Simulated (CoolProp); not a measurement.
Hexamethyldisiloxane (MM) along the isotherm 303.95 °C: density (kg/m³) from the reference equation and from simpler models built on Tc = 245.6 °C, pc = 1.931 MPa, ω = 0.418; each cubic takes its own stable root.

Computed with CoolProp (reference Helmholtz-energy equation of state, Thol 2016).

```
p (MPa)          phase  reference
-------  -------------  ---------
0.0305             gas      1.036
0.0543             gas      1.850
0.0966             gas      3.310
0.172              gas      5.951
0.305              gas      10.74
0.543              gas      19.78
0.966              gas      37.54
1.72               gas      76.45
3.05     supercritical      184.9
5.43     supercritical      382.3
9.66     supercritical      468.2
```

**Question.** How far does each simpler model (ideal gas, van der Waals, Redlich-Kwong, Soave-Redlich-Kwong, Peng-Robinson) lie from the reference over these 11 states: mean and median of the absolute difference, and the worst?

**Answer.** 
- ideal gas: mean 16.2 %, median 7.1 %, worst -51.9 % at 303.95 °C and 5.43 MPa
- van der Waals: mean 5.4 %, median 0.3 %, worst +22.2 % at 303.95 °C and 3.05 MPa
- Redlich-Kwong: mean 2.0 %, median 0.2 %, worst +13.3 % at 303.95 °C and 3.05 MPa
- Soave-Redlich-Kwong: mean 2.6 %, median 0.6 %, worst -12.3 % at 303.95 °C and 5.43 MPa
- Peng-Robinson: mean 1.0 %, median 0.4 %, worst -4.8 % at 303.95 °C and 5.43 MPa
